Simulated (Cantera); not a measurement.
Cantera run:

```python
import numpy as np
import cantera as ct

gas_names = [...]  # 113 gases of nasa_gas.yaml made of C, H, O, Ta
cond_names = """
    C(gr) C6H6(L) C7H8(L) C8H18(L),n-octa H2O(s) H2O(L) Ta(cr) Ta(L) TaC(s) TaC(L) Ta2O5(s) Ta2O5(L)
""".split()


# ... load() reads the species with a 1 bar reference pressure and builds the phases ...
atoms = {
    'Ta': {'Ta': 1},
    'CO2': {'C': 1, 'O': 2},
    'H2': {'H': 2},
}
top_T = {'C(gr)': 4500}  # K; cautious upper limits of use, not melting points


# ... equilibrate(T, P, feed) seeds the gas with the atoms and calls Mixture.equilibrate('TP', solver="vcs", rtol=1e-11, max_steps=5000) ...
results = []
T = 2800  # K
P = 47  # Pa
for m in [59, 77, 100, 130, 170, 220, 280, 370]:
    feed = {'Ta': 1, 'CO2': 2.9, 'H2': m}  # mol
    mix = equilibrate(T, P, feed)
    results.append((T, P, feed, dict(zip(mix.species_names, mix.species_moles))))
    x = sorted(zip(gas.X, gas.species_names), reverse=True)
    print(f"T = {T:g} K  P = {P:g} Pa  n(H2) = {m:g} mol  gas = {mix.phase_moles(0):.4g} mol")
    print("   x: " + "  ".join(f"{s} {v:.3e}" for v, s in x if v > 1e-06))
    print("   condensed (mol): " + ("  ".join(f"{mix.phase(i).name} {mix.phase_moles(i):.4g}"
          for i in range(1, mix.n_phases) if mix.phase_moles(i) > 1e-12) or "none"))
```

Output:

```
T = 2800 K  P = 47 Pa  n(H2) = 59 mol  gas = 116.5 mol
   x: H 8.980e-01  H2 5.661e-02  CO 2.487e-02  O 1.062e-02  TaO2 4.337e-03  TaO 4.245e-03  OH 1.065e-03  H2O 2.388e-04  O2 1.796e-05  CO2 1.506e-05
   condensed (mol): none
T = 2800 K  P = 47 Pa  n(H2) = 77 mol  gas = 150.5 mol
   x: H 9.068e-01  H2 5.772e-02  CO 1.926e-02  O 8.537e-03  TaO 3.648e-03  TaO2 2.998e-03  OH 8.646e-04  H2O 1.958e-04  O2 1.161e-05  CO2 9.379e-06
   condensed (mol): none
T = 2800 K  P = 47 Pa  n(H2) = 100 mol  gas = 193.8 mol
   x: H 9.136e-01  H2 5.859e-02  CO 1.495e-02  O 6.868e-03  TaO 3.105e-03  TaO2 2.053e-03  OH 7.008e-04  H2O 1.599e-04  O2 7.517e-06  CO2 5.857e-06
   condensed (mol): none
T = 2800 K  P = 47 Pa  n(H2) = 130 mol  gas = 250.4 mol
   x: H 9.189e-01  H2 5.928e-02  CO 1.158e-02  O 5.499e-03  TaO 2.611e-03  TaO2 1.382e-03  OH 5.644e-04  H2O 1.295e-04  O2 4.819e-06  CO2 3.631e-06
   condensed (mol): none
T = 2800 K  P = 47 Pa  n(H2) = 170 mol  gas = 325.8 mol
   x: H 9.233e-01  H2 5.984e-02  CO 8.899e-03  O 4.363e-03  TaO 2.161e-03  TaO2 9.077e-04  OH 4.499e-04  H2O 1.037e-04  O2 3.034e-06  CO2 2.214e-06
   condensed (mol): none
T = 2800 K  P = 47 Pa  n(H2) = 220 mol  gas = 420 mol
   x: H 9.265e-01  H2 6.027e-02  CO 6.903e-03  O 3.478e-03  TaO 1.783e-03  TaO2 5.971e-04  OH 3.600e-04  H2O 8.330e-05  O2 1.928e-06  CO2 1.370e-06
   condensed (mol): none
T = 2800 K  P = 47 Pa  n(H2) = 280 mol  gas = 533.1 mol
   x: H 9.289e-01  H2 6.058e-02  CO 5.439e-03  O 2.804e-03  TaO 1.477e-03  TaO2 3.986e-04  OH 2.910e-04  H2O 6.750e-05  O2 1.253e-06
   condensed (mol): none
T = 2800 K  P = 47 Pa  n(H2) = 370 mol  gas = 702.6 mol
   x: H 9.311e-01  H2 6.087e-02  CO 4.127e-03  O 2.177e-03  TaO 1.176e-03  TaO2 2.465e-04  OH 2.264e-04  H2O 5.265e-05
   condensed (mol): none
```

Equilibrium computed with Cantera from the NASA thermochemical tables; the gas is ideal and each condensed phase is pure.
